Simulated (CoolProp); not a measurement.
Fluorine along the isobar 550 kPa: fugacity coefficient from the reference equation and from simpler models built on Tc = 144.4 K, pc = 5240 kPa, ω = 0.045; each cubic takes its own stable root.

Model: reference Helmholtz-energy equation of state, de Reuck 1990, in CoolProp.

| T (K) | phase | reference | van der Waals | Redlich-Kwong | Soave-Redlich-Kwong | Peng-Robinson |
|---|---|---|---|---|---|---|
| 85.6 | liquid | 0.1925 | 0.7139 | 0.1697 | 0.1959 | 0.2011 |
| 108.7 | gas | 0.9169 | 0.9393 | 0.9213 | 0.9214 | 0.9168 |
| 131.7 | gas | 0.9544 | 0.9612 | 0.9538 | 0.9536 | 0.9495 |
| 154.7 | gas | 0.9725 | 0.9737 | 0.9709 | 0.9711 | 0.9674 |
| 177.7 | gas | 0.9824 | 0.9815 | 0.9808 | 0.9813 | 0.9781 |
| 200.7 | gas | 0.9882 | 0.9866 | 0.9869 | 0.9877 | 0.9850 |
| 223.7 | gas | 0.9920 | 0.9901 | 0.9909 | 0.9919 | 0.9895 |
| 246.8 | gas | 0.9945 | 0.9925 | 0.9936 | 0.9948 | 0.9926 |
| 269.8 | gas | 0.9962 | 0.9944 | 0.9955 | 0.9967 | 0.9948 |
